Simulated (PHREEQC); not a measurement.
PHREEQC input (ion-association model, wateq4f.dat):

```
SOLUTION 1
  temp 25
  units mol/kgw
  pH 7 charge
END
SELECTED_OUTPUT 1
  -reset false
  -pH true
  -pe true
  -ionic_strength true
  -water true
  -totals Ag C Cl C(-4) C(4)
  -molalities H+ Ag+ CO3-2 Cl- CO2 HCO3- O2 OH- AgCl AgCl2-
    AgCl3-2 AgCl4-3 AgOH Ag(OH)2-
  -equilibrium_phases Cerargyrite Ag2O Ag2CO3
PRINT
  -reset false
USE solution 1
EQUILIBRIUM_PHASES 1
  Cerargyrite 0 0.5
  Ag2O 0 0
  Ag2CO3 0 0
  O2(g) -0.68 10
  CO2(g) -5 10
END
# ... the last block is repeated for the other 10 points of log pCO2 (atm)
```

Selected output (columns that matter, 11 of 11 rows; log pCO2 (atm) added in front):

```
log pCO2 (atm)	pH	mu	Ag	C	Cl	m_H+	m_Ag+	m_Cl-	m_CO2	m_OH-
-5	6.3959	1.3797e-05	1.3725e-05	7.1895e-07	1.3725e-05	4.0359e-07	1.3393e-05	1.3393e-05	3.4045e-07	2.502e-08
-4.5	6.1554	1.4096e-05	1.3726e-05	1.7645e-06	1.3726e-05	7.023e-07	1.3394e-05	1.3394e-05	1.0766e-06	1.438e-08
-4	5.9085	1.4635e-05	1.3727e-05	4.6365e-06	1.3727e-05	1.2402e-06	1.3395e-05	1.3395e-05	3.4045e-06	8.1444e-09
-3.5	5.6594	1.5598e-05	1.3729e-05	1.2962e-05	1.3729e-05	2.2007e-06	1.3397e-05	1.3397e-05	1.0766e-05	4.591e-09
-3	5.4097	1.7312e-05	1.3732e-05	3.7954e-05	1.3732e-05	3.9115e-06	1.34e-05	1.34e-05	3.4045e-05	2.5842e-09
-2.5	5.1598	2.0363e-05	1.3737e-05	0.00011462	1.3737e-05	6.957e-06	1.3406e-05	1.3405e-05	0.00010766	1.4541e-09
-2	4.9099	2.5793e-05	1.3746e-05	0.00035283	1.3746e-05	1.2379e-05	1.3415e-05	1.3414e-05	0.00034045	8.1831e-10
-1.5	4.6599	3.5462e-05	1.376e-05	0.0010986	1.376e-05	2.2034e-05	1.3428e-05	1.3428e-05	0.0010766	4.6065e-10
-1	4.4099	5.2688e-05	1.378e-05	0.0034438	1.378e-05	3.924e-05	1.3449e-05	1.3448e-05	0.0034045	2.5942e-10
-0.5	4.1599	8.34e-05	1.3809e-05	0.010836	1.3809e-05	6.9922e-05	1.3478e-05	1.3477e-05	0.010766	1.4619e-10
0	3.91	0.0001382	1.385e-05	0.034169	1.385e-05	0.00012468	1.3518e-05	1.3518e-05	0.034044	8.2437e-11
```
